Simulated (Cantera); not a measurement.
What does this Cantera script print?

```python
import numpy as np
import cantera as ct

gas_names = """
    H HNO HNO2 HNO3 HO2 H2 H2O H2O2 N NH NH2 NH3 NH2OH NO NO2 NO3 N2 N2H2 N2H4 N2O O OH O2 O3 Si SiH
    SiH2 SiH3 SiH4 SiN SiO SiO2 Si2 Si2N Si3
""".split()
cond_names = """
    H2O(s) H2O(L) Si(cr) Si(L) SiO2(Lqz) SiO2(hqz) SiO2(L) Si2N2O(s) Si3N4(a)
""".split()


def load(file, names, dense=False):
    # The tables refer to 1 bar. Condensed volumes are neglected.
    table = {s.name: s for s in ct.Species.list_from_file(file)}
    out = []
    for n in names:
        d = dict(table[n].input_data)
        d["thermo"] = dict(d["thermo"], **{"reference-pressure": 1e5})
        if dense:
            d["equation-of-state"] = {"model": "constant-volume", "density": "1e6 g/cm^3"}
        out.append(ct.Species.from_dict(d))
    return out


gas = ct.Solution(thermo="ideal-gas", species=load("nasa_gas.yaml", gas_names))
cond = {s.name: ct.Solution(thermo="fixed-stoichiometry", species=[s], name=s.name)
        for s in load("nasa_condensed.yaml", cond_names, dense=True)}
atoms = {
    'SiH4': {'Si': 1, 'H': 4},
    'O3': {'O': 3},
    'N2': {'N': 2},
}
top_T = {'Si2N2O(s)': 2100, 'Si3N4(a)': 2400}  # K; cautious upper limits of use, not melting points


def equilibrate(T, P, feed):
    n = {}
    for name, mol in feed.items():
        for a, k in atoms[name].items():
            n[a] = n.get(a, 0.0) + k * mol
    gas.TPX = T, P, n
    mass = sum(n.values()) * gas.mean_molecular_weight
    gas.equilibrate("TP")
    valid = [c for c in cond.values() if c.min_temp <= T <= top_T.get(c.name, c.max_temp)]
    mix = ct.Mixture([(gas, mass / gas.mean_molecular_weight)] + [(c, 0.0) for c in valid])
    mix.T, mix.P = T, P
    mix.equilibrate("TP", solver="vcs", rtol=1e-11, max_steps=5000)
    return mix


results = []
feed = {'SiH4': 1, 'O3': 2.3, 'N2': 1.8}  # mol
T = 1200  # K
P = 28  # Pa
mix = equilibrate(T, P, feed)
results.append((T, P, feed, dict(zip(mix.species_names, mix.species_moles))))
print(gas.report(threshold=1e-05))
for i in range(1, mix.n_phases):
    print(f"{mix.phase(i).name:16s} {mix.phase_moles(i):12.5e} mol")
```

Result:

```
       temperature   1200 K
          pressure   28 Pa
           density   7.1014e-05 kg/m^3
  mean mol. weight   25.305 kg/kmol
   phase of matter   gas

                          1 kg             1 kmol
                     ---------------   ---------------
          enthalpy       -2.4143e+06       -6.1095e+07  J
   internal energy       -2.8086e+06       -7.1072e+07  J
           entropy             12570        3.1807e+05  J/K
    Gibbs function       -1.7498e+07       -4.4278e+08  J
 heat capacity c_p            1505.5             38097  J/K
 heat capacity c_v            1176.9             29782  J/K

                      mass frac. Y      mole frac. X     chem. pot. / RT
                     ---------------   ---------------   ---------------
               H2O           0.27119           0.38092           -58.848
                NO        0.00017537         0.0001479            -35.58
                N2           0.37948           0.34278           -34.605
                OH          3.25e-05        4.8357e-05           -38.563
                O2           0.34913            0.2761           -36.555
     [  +30 minor]        6.3513e-07        1.3988e-06

Si(cr)            0.00000e+00 mol
SiO2(hqz)         1.00000e+00 mol
Si2N2O(s)         0.00000e+00 mol
Si3N4(a)          0.00000e+00 mol
```

These are equilibrium values from Cantera (NASA tables, ideal gas, pure condensed phases), not measurements of a reactor. The tables hold silica as quartz up to 1696 K and as liquid above; real silica turns to tridymite and cristobalite and melts near 1996 K.
